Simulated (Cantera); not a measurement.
Input: 1 mol Si, 0.23 mol CO2, 58 mol H2, at 1425 K and 3.98 Torr.

Method: chemical equilibrium by Gibbs-energy minimisation in Cantera with the NASA 1993 tables (ideal gas, pure condensed phases). Candidate condensed phases: C, C6H6, C7H8, C8H18, H2O, Si, SiC, SiO2; 123 gas species. Mutual solubility and eutectic melting of coexisting phases are not modelled. Rates play no part.

Base state: H2 0.992, SiO 0.00771, CO 0.000157, H 9.33e-5 (mole fractions); condensed: Si(s) + SiC(s).

Problem. What changes in the equilibrium state with this change: temperature from 1425 K to 2023.15 K?

Solution. 
```json
[
 {"species": "H2", "before": "0.992", "after": "0.957"},
 {"species": "H", "before": "9.33e-5", "after": "0.0255"},
 {"species": "Si", "before": "3.04e-7", "after": "0.00924"},
 {"species": "Si2C", "before": "<1e-9", "after": "0.000279"},
 {"species": "Si2", "before": "<1e-9", "after": "8.69e-5"},
 {"species": "Si3", "before": "<1e-9", "after": "1.58e-5"},
 {"species": "Si(s), mol", "before": "0.328", "after": "0"},
 {"species": "SiC(s), mol", "before": "0.221", "after": "0.0610"}
]
```
Gases not in the tables: Si2H6 and higher silanes.

Problem. What changes in the equilibrium state with this change: CO2 from 0.23 to 1.9 mol?

Solution. 
```
species                before    after
-------------------  --------  -------
H2                      0.992    0.967
CO                   0.000157   0.0317
SiO                   0.00771  0.00169
H2O                   4.68e-7  1.88e-5
H                     9.33e-5  9.21e-5
Si(s), mol              0.328        0
SiC(s), mol             0.221        0
SiO2(β-quartz), mol         0    0.899
```
The tables hold silica as quartz up to 1696 K and as liquid above; real silica turns to tridymite and cristobalite and melts near 1996 K.
